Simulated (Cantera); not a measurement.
An adiabatic, constant-volume homogeneous reactor starts with 17.9 % CH4, 17.0 % O2, 64.0 % N2, 1.07 % H2, equivalence ratio 2.1, at 1448 K and 0.987 atm.

Computed with Cantera and GRI-Mech 3.0 (53 species, 325 reactions).

One state of this run: T (K) = 2663; P (bar) = 2.20; x CH4 = 5.69e-11; x O2 = 3.10e-5; x H2O = 0.119; x NO = 0.000402; x CH2O = 2.17e-8. x: mole fraction; the columns are a selection and need not sum to one.

### Question
Which value of t (s) does it belong to?
A) 9.65e-5
B) 0.000303
C) 3.13e-6
D) 0.00297

### Answer
D, 0.00297
